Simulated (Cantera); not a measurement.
Feed: 1 mol MgSO4, 0.096 mol H2, 0.13 mol H2O, equilibrated at 18.0 Torr.

Cantera equilibrium calculation (NASA polynomials, part measured and part estimated; ideal gas, pure solids and liquids). Candidate condensed phases: H2O, H2SO4, Mg, MgO, Mg(OH)2, MgS, MgSO4, S; 26 gas species. The numbers say what is thermodynamically allowed, not how fast it happens. All values below are at 1552 °C.

Base state: SO2 0.595, O2 0.268, H2O 0.133, OH 0.00250, O 0.000514, SO3 0.000460, SO 0.000194, H2 0.000113 (mole fractions); condensed: MgO(s).

**Question.** What changes in the equilibrium state with this change: pressure from 18.0 Torr to 75.0 Torr?

**Answer.** 
| species | before | after |
|---|---|---|
| SO2 | 0.595 | 0.595 |
| O2 | 0.268 | 0.268 |
| H2O | 0.133 | 0.134 |
| OH | 0.00250 | 0.00175 |
| SO3 | 0.000460 | 0.000940 |
| H | 3.02e-5 | 1.04e-5 |
| SO | 0.000194 | 9.48e-5 |
| O | 0.000514 | 0.000252 |
| H2 | 0.000113 | 5.53e-5 |
| MgO(s), mol | 1.000 | 1.000 |
